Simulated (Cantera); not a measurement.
A perfectly stirred reactor is fed with H2 : O2 : N2 = 1 : 1.02 : 3.84 (molar parts), equivalence ratio 0.49, at 4.93 atm; it is adiabatic with a 375 K inlet, and is followed from long to short residence time, starting on the burning branch (τ in s: 0.035, 0.015, 0.0066, 0.0028, 0.0012, 0.00052, 0.00023, 9.7e-05, 4.2e-05, 1.8e-05, 7.7e-06).

Cantera simulation using the H2/O2 subset of GRI-Mech 3.0, which has no nitrogen chemistry; the numbers are that mechanism's predictions, not measurements. The hydrogen kinetics of GRI-Mech 3.0 are dated; newer H2 mechanisms differ, most at raised pressure.

### Question
What does this change do: N2 3.84 to 5 parts?

### Answer
```
quantity                                                                      before                               after
------------------------------------------------  ----------------------------------  ----------------------------------
blow-out, bracketed by the residence times tried  burning at 18.0 µs, out at 7.70 µs  burning at 97.0 µs, out at 42.0 µs
x(H2) at τ = 35.0 ms                                                         8.38e-5                            0.000146
x(O2) at τ = 35.0 ms                                                          0.0969                              0.0797
x(H2O) at τ = 35.0 ms                                                          0.186                               0.153
x(O) at τ = 35.0 ms                                                          2.90e-5                             1.45e-5
x(H) at τ = 35.0 ms                                                          2.34e-6                             1.88e-6
x(H2) at τ = 0.520 ms                                                        0.00139                             0.00265
x(O2) at τ = 0.520 ms                                                         0.0968                              0.0806
x(H2O) at τ = 0.520 ms                                                         0.184                               0.150
x(O) at τ = 0.520 ms                                                        0.000452                            0.000262
x(H) at τ = 0.520 ms                                                        0.000137                            0.000111
```

### Question
What does this change do: inlet temperature 375 to 550 K?

### Answer
| quantity | before | after |
|---|---|---|
| blow-out, bracketed by the residence times tried | burning at 18.0 µs, out at 7.70 µs | burning at 7.70 µs, the shortest tried |
| x(H2) at τ = 35.0 ms | 8.38e-5 | 7.56e-5 |
| x(O2) at τ = 35.0 ms | 0.0969 | 0.0968 |
| x(H2O) at τ = 35.0 ms | 0.186 | 0.186 |
| x(O) at τ = 35.0 ms | 2.90e-5 | 4.84e-5 |
| x(H) at τ = 35.0 ms | 2.34e-6 | 3.49e-6 |
| x(H2) at τ = 0.520 ms | 0.00139 | 0.00115 |
| x(O2) at τ = 0.520 ms | 0.0968 | 0.0964 |
| x(H2O) at τ = 0.520 ms | 0.184 | 0.184 |
| x(O) at τ = 0.520 ms | 0.000452 | 0.000616 |
| x(H) at τ = 0.520 ms | 0.000137 | 0.000165 |

### Question
What does this change do: pressure from 4.93 atm to 7.30 atm?

### Answer
| quantity | before | after |
|---|---|---|
| blow-out, bracketed by the residence times tried | burning at 18.0 µs, out at 7.70 µs | burning at 18.0 µs, out at 7.70 µs |
| x(H2) at τ = 35.0 ms | 8.38e-5 | 6.64e-5 |
| x(O2) at τ = 35.0 ms | 0.0969 | 0.0969 |
| x(H2O) at τ = 35.0 ms | 0.186 | 0.186 |
| x(O) at τ = 35.0 ms | 2.90e-5 | 1.71e-5 |
| x(H) at τ = 35.0 ms | 2.34e-6 | 1.22e-6 |
| x(H2) at τ = 0.520 ms | 0.00139 | 0.00118 |
| x(O2) at τ = 0.520 ms | 0.0968 | 0.0970 |
| x(H2O) at τ = 0.520 ms | 0.184 | 0.184 |
| x(O) at τ = 0.520 ms | 0.000452 | 0.000246 |
| x(H) at τ = 0.520 ms | 0.000137 | 6.62e-5 |
